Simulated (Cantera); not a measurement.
Charge: 1 mol AlN, 0.014 mol H2, held at 0.710 bar.

Method: chemical equilibrium by Gibbs-energy minimisation in Cantera with the NASA 1993 tables (ideal gas, pure condensed phases). Candidate condensed phases: Al, AlN; 13 gas species. The numbers say what is thermodynamically allowed, not how fast it happens.

x: gas mole fraction; n: condensed amount in mol.

```
T (K)   x Al     x H2   x N2      x H    x AlH  n AlN(s)
-----  -----  -------  -----  -------  -------  --------
2550   0.295    0.499  0.159   0.0261   0.0191     0.991
2575   0.358    0.402  0.192   0.0261   0.0201     0.987
2600   0.432    0.290  0.230   0.0245   0.0199     0.979
2625   0.521    0.163  0.274   0.0203   0.0174     0.958
2650   0.627      [?]  0.324      [?]      [?]       [?]
2675   0.648  0.00525  0.332      [?]  0.00366         0
2700   0.648  0.00513  0.332  0.00483  0.00351         0
2725   0.649  0.00499  0.332  0.00523  0.00336         0
2750   0.649  0.00485  0.332  0.00565  0.00322         0
2775   0.650  0.00469  0.331  0.00609  0.00308         0
```

Task: What belongs in the gaps?

Result: 
- 2675, x H: 0.00444
- 2650, x H2: 0.0257
- 2650, x H: 0.00891
- 2650, x AlH: 0.00806
- 2650, n AlN(s): 0.734
